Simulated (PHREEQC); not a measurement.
Solution (25 °C): 88 mmol/kgw NiCl2 and 54 mmol/kgw KCl. Closed to the air; pH follows from the charge balance.

Model: ion-association model, wateq4f.dat, run in PHREEQC.

### Question
The ionic strength comes out as 0.285 mol/kgw. What activity coefficients do NiOH+, H+, Cl-, Ni+2, K+ get?

### Answer
NiOH+ 0.73, H+ 0.78, Cl- 0.69, Ni+2 0.29, K+ 0.69.

No solid was allowed to form. Complexes and solids missing from the database can't appear.
